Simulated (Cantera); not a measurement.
An adiabatic, constant-pressure homogeneous reactor starts with 7.66 % CH4, 19.4 % O2, 73.0 % N2, at 1650 K and 21.7 atm.

Model: GRI-Mech 3.0 (53 species, 325 reactions), integrated in Cantera. The pressure lies above the range GRI-Mech 3.0 was tuned for (to about 10 atm).

**Question.** Predict: time of steepest temperature rise; temperature at 1.00 s; equilibrium temperature; x(O2) at 1.00 s; x(NO) at 1.00 s; x(O) at 1.00 s; x(CO) at 1.00 s.

**Answer.** 
```json
{
 "time_of_steepest_temperature_rise": "24.9 µs",
 "temperature at 1.00 s": "2897 K",
 "equilibrium_temperature": "2897 K",
 "x(O2) at 1.00 s": "0.0367 (gas-phase equilibrium 0.0367)",
 "x(NO) at 1.00 s": "0.0167 (gas-phase equilibrium 0.0167)",
 "x(O) at 1.00 s": "0.00323 (gas-phase equilibrium 0.00323)",
 "x(CO) at 1.00 s": "0.0152 (gas-phase equilibrium 0.0152)"
}
```
